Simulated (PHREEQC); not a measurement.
A solution holds 0.18 mol HNO3, 0.00031 mol NaCl and 0.23 mol MgCl2 per kg of water, at 25 °C. Closed to the air; pH follows from the charge balance.

Computed with PHREEQC (ion-association model, phreeqc.dat).

Each row changes one thing in this solution. This is a speciation only: nothing precipitates in the calculation.

| case | pH | ionic strength (mol/kgw) |
|---|---|---|
| as made | 0.87 | 0.870 |
| NaCl from 0.00031 to 0.00062 mol/kgw | 0.87 | 0.871 |
| MgCl2 from 0.23 to 0.46 mol/kgw | (withheld) | 1.56 |
| NaCl left out | 0.87 | 0.870 |
| temperature from 25 to 40 °C | 0.87 | 0.870 |
| MgCl2 replaced by MgSO4 at the same molality | (withheld) | 0.571 |

Question: Complete the blanks.

Answer: 
- MgCl2 from 0.23 to 0.46 mol/kgw, pH: 0.88
- MgCl2 replaced by MgSO4 at the same molality, pH: 1.17

The ionic strength passes 0.7 mol/kgw, the rough limit of the ion-association models, in as made; NaCl from 0.00031 to 0.00062 mol/kgw; MgCl2 from 0.23 to 0.46 mol/kgw; NaCl left out; temperature from 25 to 40 °C. Species that the database lacks are ignored. Away from 25 °C the constants follow the database's enthalpies or fits; those with neither stay at their 25 °C values.
